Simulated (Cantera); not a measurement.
A closed system holds: 1 mol acetone, 1.8 mol H2, 0.35 mol N2, 5.3 mol CO2, held at 10.0 mbar.

Cantera equilibrium calculation (NASA polynomials, part measured and part estimated; ideal gas, pure solids and liquids). Candidate condensed phases: C, C6H6, C7H8, C8H18, H2O; 136 gas species. The feed counts by its element totals alone. Kinetics and transport are ignored.

x: gas mole fraction; nothing condenses.

```
T (K)   x CO      x H    x H2   x H2O   x CO2       x O      x OH    x N2      x O2
-----  -----  -------  ------  ------  ------  --------  --------  ------  --------
1973   0.525  0.00602   0.199   0.154  0.0904   9.83e-6  0.000441  0.0259   3.29e-6
2048   0.526  0.00988   0.195   0.155  0.0881   3.14e-5  0.000857  0.0259   1.07e-5
2123   0.526      [?]   0.190   0.156  0.0859       [?]       [?]  0.0258       [?]
2198   0.525   0.0239   0.184   0.155  0.0838  0.000254   0.00280  0.0256   9.01e-5
2273   0.522      [?]   0.177   0.153  0.0817       [?]       [?]  0.0254       [?]
2348   0.519   0.0507   0.169   0.148  0.0792   0.00156   0.00765  0.0251  0.000569
2423   0.513   0.0707   0.159   0.140  0.0757   0.00350    0.0118  0.0247   0.00127
2498   0.505   0.0960   0.148   0.128  0.0706   0.00731    0.0172  0.0241   0.00260
2573   0.496    0.127   0.137   0.112  0.0633    0.0141    0.0233  0.0232   0.00469
2648   0.484    0.164   0.124  0.0906  0.0537    0.0247    0.0291  0.0222   0.00733
2723   0.470    0.205   0.110  0.0677  0.0428    0.0394    0.0332  0.0210   0.00981
2798   0.455    0.249  0.0939  0.0461  0.0321    0.0572    0.0343  0.0199    0.0113
2873   0.440    0.292  0.0770  0.0285  0.0228    0.0763    0.0324  0.0188    0.0113
```

Fill in the missing entries.


- 2273, x H: 0.0353
- 2273, x O: 0.000649
- 2273, x OH: 0.00473
- 2273, x O2: 0.000235
- 2123, x H: 0.0156
- 2123, x O: 9.26e-5
- 2123, x OH: 0.00158
- 2123, x O2: 3.23e-5
